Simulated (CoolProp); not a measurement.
Vapour-liquid equilibrium of acetone (1) + cyclohexane (2) at 129.95 °C; x and y are mole fractions of (1).

Computed with CoolProp (multi-fluid Helmholtz-energy mixture model, Lemmon 2006 and Zhou 2014; pair parameters Bell 2016).

Problem. Give the bubble pressure and the first vapour's composition at x = 0.275, 0.5, 0.875. Is there an azeotrope?

Solution. x = 0.275: 0.6550 MPa, y = 0.522; x = 0.5: 0.7353 MPa, y = 0.639; x = 0.875: 0.7774 MPa, y = 0.865. y crosses x between x = 0.8 and 0.875: the model has an azeotrope there.

The pair parameters rest on a limited set of measurements; away from them the model extrapolates.
